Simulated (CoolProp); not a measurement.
A single-stage vapour-compression cycle with neopentane: evaporating at 296.15 K (dew point), condensing at 328.15 K (bubble point), superheat 10 K, subcooling 8 K, compressor efficiency 0.75, no pressure losses. Each further row changes one setting.

The numbers come from the reference Helmholtz-energy equation of state, Lemmon 2006 in CoolProp. It is a short technical equation, of lower accuracy than the large ones.

```csv
case,cooling COP,pressure ratio,discharge temperature (K),refrigerating effect (kJ/kg),volumetric capacity (kJ/m³)
as stated,6.42,2.52,333.5,266,1280
evaporating temperature 301.15 K,7.93,2.15,334.0,273,1530
condensing temperature 323.15 K,7.82,2.21,329.5,278,1340
subcooling 13 K,6.71,2.52,333.5,278,1340
superheat 20 K,6.58,2.52,343.4,284,1320
compressor efficiency 0.65,5.56,2.52,336.7,266,1280
```
